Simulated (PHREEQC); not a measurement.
0.014 g of hydrous ferric oxide (600 m²/g; 0.2 weak and 0.005 strong sites per Fe, Dzombak-Morel constants, diffuse double layer) in 1 kg of water with 0.01 mol/kgw of an inert sodium salt and 0.016 mmol/kgw CaCl2 and 0.019 mmol/kgw H3BO3, at 25 °C; the pH is set by adding NaOH or the inert anion's acid. Oxygen alone is held at its pressure in air (log pO2 = -0.68). The system is closed to CO2. Nothing may precipitate in this run.

Base run: PHREEQC, ion-association model, wateq4f.dat. Each further column changes one thing. The table gives Ca sorbed (%).

```
pH   base  no electrostatic term (-no_edl)  background salt from 0.01 to 0.001 mol/kgw  oxide from 0.014 to 0.07 g/kgw  2.8e-05 mol/kgw NiCl2 added
---  ----  -------------------------------  ------------------------------------------  ------------------------------  ---------------------------
3     0.0                              0.0                                         0.0                             0.0                          0.0
3.5   0.0                              0.0                                         0.0                             0.0                          0.0
4     0.0                              0.0                                         0.0                             0.0                          0.0
4.5   0.0                              0.0                                         0.0                             0.0                          0.0
5     0.0                              0.0                                         0.0                             0.0                          0.0
5.5   0.0                              0.1                                         0.0                             0.0                          0.0
6     0.0                              0.2                                         0.0                             0.0                          0.0
6.5   0.0                                ?                                         0.0                             0.0                          0.0
7     0.0                              1.2                                         0.0                             0.2                          0.0
7.5   0.3                              1.9                                         0.3                             1.4                          0.0
8     1.6                              2.3                                         1.9                               ?                          0.0
8.5   4.9                              2.6                                           ?                            22.6                          0.0
9    13.1                              2.8                                        15.4                            49.5                          0.1
```

Question: What belongs in the gaps?

Answer: 
- 6.5, no electrostatic term (-no_edl): 0.6
- 8, oxide from 0.014 to 0.07 g/kgw: 7.7
- 8.5, background salt from 0.01 to 0.001 mol/kgw: 5.6

The oxide is taken as insoluble; below pH 4 it would dissolve. In at least one series the solution becomes supersaturated in solids that the run did not let form, among them Ni(OH)2.
